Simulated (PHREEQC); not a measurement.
# Alkaline etch or developer (model solution)

A solution holds 0.0055 mol TMAH and 0.0028 mol Na2SiO3 per kg of water, at 25 °C and 100 atm. Closed to the air; pH follows from the charge balance.

Equilibrium calculation in PHREEQC: ion-association model, phreeqc.dat.

No solid was allowed to form.

Q: Estimate the pH.

A: pH 11.82.

Q: In which forms is Si present?

A: H3SiO4- 93 %, H2SiO4-2 6.4 %, H4SiO4 0.8 % of the Si.

Under pressure, the constants of complexes without a molar volume in the database are unreliable. (CH3)4N+ isn't in the database: it is added as a free cation with an ion size of 4 Å.
